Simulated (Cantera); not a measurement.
A freely propagating, adiabatic, planar premixed flame of C₂H₆ : O₂ : N₂ : H₂O = 1 : 2.5 : 9.4 : 0.42 (molar parts), unburnt at 475 K and 7500 Torr; mixture-averaged transport, grid criteria slope 0.08 and curve 0.16, no radiation.

Computed with Cantera and GRI-Mech 3.0 (53 species, 325 reactions). Burning velocities carry a grid error of a few per cent, more on coarse grids.

Task: What does this change do: inlet temperature 475 to 550 K?

Result: 
```csv
quantity,before,after
laminar burning velocity,26.5 cm/s,37.1 cm/s
thermal thickness,0.0865 mm,0.0755 mm
peak x(HCN),2.06e-5,2.89e-5
peak x(CH₂O),0.00176,0.00187
```

Task: What does this change do: inlet temperature 475 to 700 K?

Result: 
```
quantity                     before      after
------------------------  ---------  ---------
laminar burning velocity  26.5 cm/s  69.7 cm/s
thermal thickness         0.0865 mm  0.0575 mm
peak x(HCN)                 2.06e-5    4.55e-5
peak x(CH₂O)                0.00176    0.00213
```
